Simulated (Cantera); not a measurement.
A Cantera script and its output.

```python
import numpy as np
import cantera as ct

gas = ct.Solution("gri30.yaml", transport_model="mixture-averaged")
show = ['OH', 'H2', 'H2O']

rows = []
print(f"{'T/K':>7s}{'rho':>11s}{'cp':>10s}{'mu':>11s}{'lambda':>11s}{'Pr':>7s}" + "".join(f"{'D_' + s:>11s}" for s in show))
for T in [400, 500, 600, 700, 800, 900, 1000, 1100, 1200]:
    gas.TPX = T, 1333, {'N2O': 0.23, 'O2': 0.61, 'N2': 0.24}
    Pr = gas.cp_mass * gas.viscosity / gas.thermal_conductivity
    D = [gas.mix_diff_coeffs_mole[gas.species_index(s)] for s in show]
    rows.append([gas.density, gas.cp_mass, gas.viscosity, gas.thermal_conductivity, Pr, *D])
    print(f"{T:7g}{gas.density:11.4e}{gas.cp_mass:10.1f}{gas.viscosity:11.4e}"
          f"{gas.thermal_conductivity:11.4e}{Pr:7.3f}" + "".join(f"{d:11.4e}" for d in D))
print("SI units: kg/m3, J/kg/K, Pa s, W/m/K, m2/s")
```

Output:

```
    T/K        rho        cp         mu     lambda     Pr       D_OH       D_H2      D_H2O
    400 1.3496e-02     968.9 2.3280e-05 3.1623e-02  0.713 3.7937e-03 9.4836e-03 2.8108e-03
    500 1.0797e-02    1007.2 2.7514e-05 3.8841e-02  0.713 5.5690e-03 1.3824e-02 4.2985e-03
    600 8.9972e-03    1043.3 3.1375e-05 4.5829e-02  0.714 7.5943e-03 1.8770e-02 6.0334e-03
    700 7.7119e-03    1076.1 3.4959e-05 5.2551e-02  0.716 9.8529e-03 2.4284e-02 7.9946e-03
    800 6.7479e-03    1105.0 3.8326e-05 5.9013e-02  0.718 1.2332e-02 3.0335e-02 1.0166e-02
    900 5.9981e-03    1129.8 4.1518e-05 6.5234e-02  0.719 1.5022e-02 3.6900e-02 1.2534e-02
   1000 5.3983e-03    1150.6 4.4564e-05 7.1235e-02  0.720 1.7912e-02 4.3957e-02 1.5088e-02
   1100 4.9075e-03    1166.4 4.7489e-05 7.7039e-02  0.719 2.0998e-02 5.1489e-02 1.7819e-02
   1200 4.4986e-03    1180.8 5.0307e-05 8.2667e-02  0.719 2.4271e-02 5.9482e-02 2.0721e-02
SI units: kg/m3, J/kg/K, Pa s, W/m/K, m2/s
```

Model: GRI-Mech 3.0 (53 species, 325 reactions), integrated in Cantera. The composition is frozen, though it would react at the higher temperatures.
